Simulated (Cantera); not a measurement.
# Ignition delay

Mixture: CH₃OH : O₂ : N₂ : H₂O = 1 : 1.5 : 5.64 : 0.37 (molar parts), at 1350 Torr, adiabatic and at constant volume. Ignition delay is the time to a rise of 400 K.

Detailed kinetics in Cantera: GRI-Mech 3.0 (53 species, 325 reactions). GRI-Mech 3.0 was tuned for natural gas; its chemistry of methanol as a main component is partial and can be far from experiment.

| T0 (K) | delay (ms) |
|---|---|
| 1300 | 1.08 |
| 1400 | 0.302 |
| 1500 | 0.104 |
| 1600 | 0.0421 |
| 1700 | 0.0196 |
| 1800 | 0.0101 |
| 1900 | 0.00567 |

```
Item                                                     Value
--------------------------------------------------  ----------
apparent activation energy between 1700 and 1900 K  170 kJ/mol
```
